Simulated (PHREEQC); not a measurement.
Consider water at 25 °C with 0.00085 mol/kgw H3AsO4, 0.0056 mol/kgw HCl and 0.013 mol/kgw NaCl. Closed to the air; pH follows from the charge balance.

The numbers come from PHREEQC with the ion-association model, wateq4f.dat.

```json
[
 {"quantity": "pH", "before": "2.27", "after": "2.93"},
 {"quantity": "SI of Halite (NaCl)", "before": "-5.32", "after": "-6.66"}
]
```

Q: Name the change that produced these shifts.
A) 0.01 mol/kgw NH3 added
B) 0.00024 mol/kgw (NH4)2HPO4 added
C) HCl from 0.0056 to 0.0084 mol/kgw
D) HCl left out
E) diluted 5-fold with water

A: E, diluted 5-fold with water

No solid was allowed to form.
